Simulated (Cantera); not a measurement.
Cantera run:

```python
import numpy as np
import cantera as ct

gas_names = """
    F F2 H HF H2 H2F2 H3F3 H4F4 H5F5 H6F6 H7F7
""".split()
cond_names = """

""".split()


# ... load() reads the species with a 1 bar reference pressure and builds the phases ...
atoms = {
    'HF': {'H': 1, 'F': 1},
    'H2': {'H': 2},
}
top_T = {}  # K; cautious upper limits of use, not melting points


# ... equilibrate(T, P, feed) seeds the gas with the atoms and calls Mixture.equilibrate('TP', solver="vcs", rtol=1e-11, max_steps=5000) ...
results = []
feed = {'HF': 1, 'H2': 3.8}  # mol
T = 1123  # K
P = 8900000  # Pa
mix = equilibrate(T, P, feed)
results.append((T, P, feed, dict(zip(mix.species_names, mix.species_moles))))
print(gas.report(threshold=1e-05))
for i in range(1, mix.n_phases):
    print(f"{mix.phase(i).name:16s} {mix.phase_moles(i):12.5e} mol")
```

Result:

```
       temperature   1123 K
          pressure   8.9e+06 Pa
           density   5.4947 kg/m^3
  mean mol. weight   5.7646 kg/kmol
   phase of matter   gas

                          1 kg             1 kmol
                     ---------------   ---------------
          enthalpy       -5.6143e+06       -3.2364e+07  J
   internal energy       -7.2341e+06       -4.1702e+07  J
           entropy             25272        1.4568e+05  J/K
    Gibbs function       -3.3995e+07       -1.9597e+08  J
 heat capacity c_p            5332.6             30740  J/K
 heat capacity c_v            3890.2             22426  J/K

                      mass frac. Y      mole frac. X     chem. pot. / RT
                     ---------------   ---------------   ---------------
                HF           0.72239           0.20815           -49.254
                H2           0.27689           0.79175           -13.547
              H2F2        0.00072133        0.00010392           -98.507
     [   +8 minor]         4.427e-07        4.6453e-08
```

These are equilibrium values from Cantera (NASA tables, ideal gas, pure condensed phases), not measurements of a reactor. The ideal-gas law is rough above about 30 bar.
